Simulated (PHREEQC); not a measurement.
Make-up at 25 °C: 0.00074 mol/kgw LiOH, 0.000184 mol/kgw K2SiO3 and 0.0034 mol/kgw (CH3)4NCl. Closed to the air; pH follows from the charge balance.

The numbers come from PHREEQC with the ion-association model, wateq4f.dat.

### Question
The ionic strength comes out as 0.00451 mol/kgw. What activity coefficients do H3SiO4-, K+, Cl-, Li+, H2SiO4-2 get?

### Answer
H3SiO4- 0.93, K+ 0.93, Cl- 0.93, Li+ 0.93, H2SiO4-2 0.76.

No solid was allowed to form. Species that the database lacks are ignored. (CH3)4N+ isn't in the database: it is added as a free cation with an ion size of 4 Å.
